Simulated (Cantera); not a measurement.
An adiabatic, constant-pressure homogeneous reactor starts with CO : H2 : O2 : N2 = 1 : 0.4 : 1.32 : 4.97 (molar parts), equivalence ratio 0.53, at 1525 K and 4.93 atm. Integrator tolerance rtol = 1e-08.

Computed with Cantera and GRI-Mech 3.0 (53 species, 325 reactions). The hydrogen kinetics of GRI-Mech 3.0 are dated; newer H2 mechanisms differ, most at raised pressure.

Task: What does this change do: H2 0.4 to 0.19 parts?

Result: 
| quantity | before | after |
|---|---|---|
| time of steepest temperature rise | 4.46 µs | 6.29 µs |
| temperature at 0.700 s | 2650 K | 2563 K |
| equilibrium temperature | 2650 K | 2563 K |
| x(CO) at 0.700 s | 0.0153 (gas-phase equilibrium 0.0153) | 0.00983 (gas-phase equilibrium 0.00983) |
| x(H2) at 0.700 s | 0.000940 (gas-phase equilibrium 0.000940) | 0.000282 (gas-phase equilibrium 0.000282) |
| x(O2) at 0.700 s | 0.0831 (gas-phase equilibrium 0.0831) | 0.0986 (gas-phase equilibrium 0.0986) |
| x(NO) at 0.700 s | 0.0175 (gas-phase equilibrium 0.0175) | 0.0167 (gas-phase equilibrium 0.0167) |
| x(CO2) at 0.700 s | 0.126 (gas-phase equilibrium 0.126) | 0.134 (gas-phase equilibrium 0.134) |
| x(H) at 0.700 s | 0.000648 (gas-phase equilibrium 0.000648) | 0.000250 (gas-phase equilibrium 0.000250) |
| x(OH) at 0.700 s | 0.00854 (gas-phase equilibrium 0.00854) | 0.00482 (gas-phase equilibrium 0.00482) |

Task: What does this change do: N2 4.97 to 13 parts?

Result: 
| quantity | before | after |
|---|---|---|
| time of steepest temperature rise | 4.46 µs | 9.27 µs |
| temperature at 0.700 s | 2650 K | 2172 K |
| equilibrium temperature | 2650 K | 2172 K |
| x(CO) at 0.700 s | 0.0153 (gas-phase equilibrium 0.0153) | 0.000744 (gas-phase equilibrium 0.000744) |
| x(H2) at 0.700 s | 0.000940 (gas-phase equilibrium 0.000940) | 5.69e-5 (gas-phase equilibrium 5.69e-5) |
| x(O2) at 0.700 s | 0.0831 (gas-phase equilibrium 0.0831) | 0.0386 (gas-phase equilibrium 0.0386) |
| x(NO) at 0.700 s | 0.0175 (gas-phase equilibrium 0.0175) | 0.00529 (gas-phase equilibrium 0.00533) |
| x(CO2) at 0.700 s | 0.126 (gas-phase equilibrium 0.126) | 0.0658 (gas-phase equilibrium 0.0658) |
| x(H) at 0.700 s | 0.000648 (gas-phase equilibrium 0.000648) | 1.63e-5 (gas-phase equilibrium 1.63e-5) |
| x(OH) at 0.700 s | 0.00854 (gas-phase equilibrium 0.00854) | 0.000994 (gas-phase equilibrium 0.000994) |
